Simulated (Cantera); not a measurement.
Charge: 1 mol Cu, 0.78 mol F₂, 9.4 mol N₂, 7.9 mol HF, 0.0069 mol H₂, equilibrated at 1.65 Torr.

These are equilibrium values from Cantera (NASA tables, ideal gas, pure condensed phases), not measurements of a reactor. Candidate condensed phases: Cu, CuF₂; 25 gas species. Mutual solubility and eutectic melting of coexisting phases are not modelled. Equilibrium is a limit: real reactors are often held back by kinetics, nucleation or transport.

### Question
What share of the Cu ends up in condensed phases as a function of T (K), at 823, 873, 923, 973, 1023, 1073, 1123, 1173, 1223?

### Answer
| T (K) | Cu condensed (%) | as |
|---|---|---|
| 823 | 100.0 | Cu(s) + CuF₂(s) |
| 873 | 99.8 | Cu(s) + CuF₂(s) |
| 923 | 98.4 | Cu(s) + CuF₂(s) |
| 973 | 91.4 | Cu(s) + CuF₂(s) |
| 1023 | 60.6 | Cu(s) + CuF₂(s) |
| 1073 | 0.0 | - |
| 1123 | 0.0 | - |
| 1173 | 0.0 | - |
| 1223 | 0.0 | - |
